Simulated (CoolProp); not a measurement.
The fluid at 293.15 K and 4.97 MPa (supercritical) is heated at constant pressure to 453.7 K. The same conditions are run with several fluids, on thermodynamics alone (safety and materials aside).

Computed with CoolProp (reference Helmholtz-energy equation of state of each fluid (methane: Setzmann 1991; nitrogen: Span 2000; carbon monoxide: Lemmon 2006; normal hydrogen: Leachman 2009; dry air: Lemmon 2000)). Blends and air are pseudo-pure fits.

```json
[
 {"fluid": "methane", "heat (kJ/kg)": "?", "final density (kg/m³)": "?"},
 {"fluid": "nitrogen", "heat (kJ/kg)": "?", "final density (kg/m³)": "36.2"},
 {"fluid": "carbon monoxide", "heat (kJ/kg)": "177", "final density (kg/m³)": "36.2"},
 {"fluid": "normal hydrogen", "heat (kJ/kg)": "?", "final density (kg/m³)": "?"},
 {"fluid": "dry air", "heat (kJ/kg)": "170", "final density (kg/m³)": "?"}
]
```

### Question
Complete the blanks.

### Answer

- methane, heat (kJ/kg): 424
- methane, final density (kg/m³): 21.3
- nitrogen, heat (kJ/kg): 175
- normal hydrogen, heat (kJ/kg): 2330
- normal hydrogen, final density (kg/m³): 2.60
- dry air, final density (kg/m³): 37.6
